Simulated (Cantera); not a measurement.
**Equilibrium for silicon carbide growth: (CH3)2SiCl2 + C2H2 + H2**

A closed system holds: 1 mol (CH3)2SiCl2, 0.38 mol C2H2, 3.5 mol H2, equilibrated at 100 Torr.

Method: chemical equilibrium by Gibbs-energy minimisation in Cantera with the NASA 1993 tables (ideal gas, pure condensed phases). Candidate condensed phases: C, C6H6, C7H8, C8H18, Si, SiC; 109 gas species. The feed counts by its element totals alone. The tables' values for SiCl, SiCl3 are old estimates; treat these amounts as uncertain. Gases not in the tables: Si2H6 and higher silanes. Rates play no part.

From 1225 K to 2325 K the condensed part is C(graphite) + SiC(s). The main Si-bearing gas is SiCl4 at 1225 K and SiCl2 at 2325 K.

```csv
T (K),x H2,x HCl,x H,x SiCl2,x SiCl4,x Cl,x C2H2 (acetylene),x Si,n C(graphite),n SiC(s)
1225,0.773,0.216,7.50e-7,0.000287,0.00894,1.80e-7,1.25e-7,<1e-12,1.84,0.916
1325,0.757,0.238,3.90e-6,0.000690,0.00302,1.03e-6,6.44e-7,2.38e-12,1.79,0.962
1425,0.751,0.246,1.62e-5,0.00130,0.000938,4.33e-6,2.65e-6,6.47e-11,1.78,0.976
1525,0.750,0.247,5.61e-5,0.00213,0.000310,1.48e-5,9.07e-6,1.14e-9,1.78,0.976
1625,0.750,0.246,0.000167,0.00322,0.000113,4.31e-5,2.67e-5,1.40e-8,1.79,0.970
1725,0.751,0.243,0.000441,0.00457,4.56e-5,0.000111,6.92e-5,1.28e-7,1.80,0.961
1825,0.752,0.240,0.00105,0.00618,1.99e-5,0.000255,0.000161,9.20e-7,1.81,0.949
1925,0.752,0.236,0.00227,0.00799,9.35e-6,0.000536,0.000345,5.36e-6,1.82,0.935
2025,0.752,0.231,0.00457,0.00995,4.64e-6,0.00104,0.000680,2.62e-5,1.83,0.919
2125,0.750,0.226,0.00861,0.0120,2.42e-6,0.00190,0.00126,0.000110,1.84,0.901
2225,0.745,0.219,0.0153,0.0140,1.30e-6,0.00327,0.00219,0.000407,1.84,0.879
2325,0.736,0.211,0.0258,0.0159,7.21e-7,0.00532,0.00360,0.00134,1.85,0.848
```
x: gas mole fraction; n: condensed amount in mol.
